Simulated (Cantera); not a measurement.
A closed system holds: 1 mol AlN, 0.81 mol O₂, at 1827 °C and 1.00 bar.

These are equilibrium values from Cantera (NASA tables, ideal gas, pure condensed phases), not measurements of a reactor. Candidate condensed phases: Al, AlN, Al₂O₃; 16 gas species. Kinetics and transport are ignored.

Base state: N₂ 0.889, O₂ 0.103, NO 0.00741, O 0.000447 (mole fractions); condensed: Al₂O₃(s).

Problem. What changes in the equilibrium state with this change: pressure from 1.00 bar to 0.100 bar?

Solution. 
```tsv
species	before	after
N₂	0.889	0.889
O₂	0.103	0.103
NO	0.00741	0.00739
O	0.000447	0.00141
Al₂O₃(s), mol	0.500	0.500
```
